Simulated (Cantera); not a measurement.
# Adiabatic ignition

An adiabatic, constant-volume homogeneous reactor starts with H₂ : O₂ : N₂ = 1 : 1.61 : 6.06 (molar parts), equivalence ratio 0.31, at 1723 K and 4.05 atm.

Computed with Cantera and the H2/O2 subset of GRI-Mech 3.0, which has no nitrogen chemistry. The hydrogen kinetics of GRI-Mech 3.0 are dated; newer H2 mechanisms differ, most at raised pressure.

| t (s) | T (K) | P (bar) | x H₂ | x O₂ | x H₂O | x OH | x O | x H₂O₂ | x H |
|---|---|---|---|---|---|---|---|---|---|
| 5.00e-6 | 2303 | 5.29 | 0.00632 | 0.123 | 0.0987 | 0.0208 | 0.0188 | 8.10e-7 | 0.00814 |
| 2.19e-5 | 2596 | 5.86 | 0.00137 | 0.131 | 0.114 | 0.0125 | 0.00388 | 8.26e-7 | 0.000656 |
| 9.62e-5 | 2603 | 5.87 | 0.00126 | 0.131 | 0.114 | 0.0120 | 0.00355 | 8.73e-7 | 0.000573 |
| 0.000422 | 2603 | 5.87 | 0.00126 | 0.131 | 0.114 | 0.0120 | 0.00355 | 8.73e-7 | 0.000573 |
| 0.00185 | 2603 | 5.87 | 0.00126 | 0.131 | 0.114 | 0.0120 | 0.00355 | 8.73e-7 | 0.000573 |
| 0.00811 | 2603 | 5.87 | 0.00126 | 0.131 | 0.114 | 0.0120 | 0.00355 | 8.73e-7 | 0.000573 |
| 0.0356 | 2603 | 5.87 | 0.00126 | 0.131 | 0.114 | 0.0120 | 0.00355 | 8.73e-7 | 0.000573 |
| 0.156 | 2603 | 5.87 | 0.00126 | 0.131 | 0.114 | 0.0120 | 0.00355 | 8.73e-7 | 0.000573 |
| 0.684 | 2603 | 5.87 | 0.00126 | 0.131 | 0.114 | 0.0120 | 0.00355 | 8.73e-7 | 0.000573 |
| 3.00 | 2603 | 5.87 | 0.00126 | 0.131 | 0.114 | 0.0120 | 0.00355 | 8.73e-7 | 0.000573 |
x: mole fraction; the columns are a selection and need not sum to one.

The time of steepest temperature rise is 2.20 µs and the temperature at 3.00 s comes out as 2603 K. The equilibrium temperature is 2603 K and the x(H₂) at 3.00 s is 0.00126 (gas-phase equilibrium 0.00126). The x(O₂) at 3.00 s is 0.131 (gas-phase equilibrium 0.131). The x(H₂O) at 3.00 s is 0.114 (gas-phase equilibrium 0.114).
